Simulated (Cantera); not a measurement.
Charge: 1 mol c-C4F8, a varied amount of H2, equilibrated at 1600 K and 0.0263 Torr.

Cantera equilibrium calculation (NASA polynomials, part measured and part estimated; ideal gas, pure solids and liquids). Candidate condensed phases: C, C6H6, C7H8, C8H18; 95 gas species. The feed counts by its element totals alone. Rates play no part.

### Question
At 5.8 mol H2, list the 3 most abundant gas species with their mole fractions, and the condensed phases.

### Answer
HF 0.815, H2 0.181, H 0.00391. Condensed: C(graphite).
